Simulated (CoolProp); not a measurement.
Aqueous potassium formate as a coolant, at -9 °C, 1 atm.

The numbers come from the Melinder's fits for secondary coolants in CoolProp.

```json
[
 {"mass %": "18.8", "freezing point (°C)": "-10.7", "Prandtl number": "19.4", "cp (kJ/(kg K))": "3.467", "viscosity (mPa s)": "2.92", "conductivity (W/(m K))": "0.524"},
 {"mass %": "24.1", "freezing point (°C)": "-15.1", "Prandtl number": "20.2", "cp (kJ/(kg K))": "3.280", "viscosity (mPa s)": "3.18", "conductivity (W/(m K))": "0.516"},
 {"mass %": "29.4", "freezing point (°C)": "-20.5", "Prandtl number": "21.4", "cp (kJ/(kg K))": "3.111", "viscosity (mPa s)": "3.48", "conductivity (W/(m K))": "0.506"},
 {"mass %": "34.7", "freezing point (°C)": "-27.0", "Prandtl number": "22.8", "cp (kJ/(kg K))": "2.960", "viscosity (mPa s)": "3.81", "conductivity (W/(m K))": "0.496"},
 {"mass %": "39.9", "freezing point (°C)": "-34.8", "Prandtl number": "24.7", "cp (kJ/(kg K))": "2.829", "viscosity (mPa s)": "4.22", "conductivity (W/(m K))": "0.483"}
]
```
